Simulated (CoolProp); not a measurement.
Toluene along the isotherm 620 K: density (kg/m³) from the reference equation and from simpler models built on Tc = 591.7 K, pc = 4.126 MPa, ω = 0.266; each cubic takes its own stable root.

Computed with CoolProp (reference Helmholtz-energy equation of state, Lemmon 2006). It is a short technical equation, of lower accuracy than the large ones.

```csv
p (MPa),phase,reference,ideal gas,van der Waals,Redlich-Kwong,Soave-Redlich-Kwong
4.13,supercritical,123.9,73.82,119.8,122.1,118.2
8.25,supercritical,457.8,147.5,335.7,390.4,377.1
12.4,supercritical,517.3,221.6,375.4,455.0,446.5
16.5,supercritical,549.6,294.9,398.8,493.0,486.4
20.6,supercritical,572.6,368.2,415.6,520.7,515.2
24.8,supercritical,591.0,443.3,429.1,543.1,538.3
28.9,supercritical,605.9,516.6,439.8,561.2,557.0
33,supercritical,618.7,589.8,449.0,576.7,572.8
37.1,supercritical,630.0,663.1,456.9,590.1,586.6
41.3,supercritical,640.3,738.2,464.0,602.3,599.1
```
